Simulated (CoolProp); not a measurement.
Vapour-liquid equilibrium of cyclohexane (1) + p-xylene (2) at 0.0638 MPa; x and y are mole fractions of (1).

Values from CoolProp's multi-fluid Helmholtz-energy mixture model, Zhou 2014 and Zhou 2012; pair parameters Bell 2016.

| x | bubble temperature (K) | y at the bubble point | dew temperature at overall composition x (K) | liquid density (mol/L) |
|---|---|---|---|---|
| 0.05 | 387.2 | 0.241 | 393.5 | 7.351 |
| 0.2 | 370.9 | 0.615 | 388.7 | 7.617 |
| 0.35 | 360.8 | 0.774 | 383.2 | 7.839 |
| 0.5 | 353.8 | 0.859 | 376.8 | 8.042 |
| 0.65 | 348.6 | 0.913 | 368.9 | 8.241 |
| 0.8 | 344.3 | 0.954 | 358.8 | 8.442 |
| 0.95 | 340.4 | 0.989 | 344.7 | 8.651 |

No azeotrope shows between x = 0.05 and 0.95.

Pair parameters are fitted to limited data, so mixtures are less certain than the pure fluids.
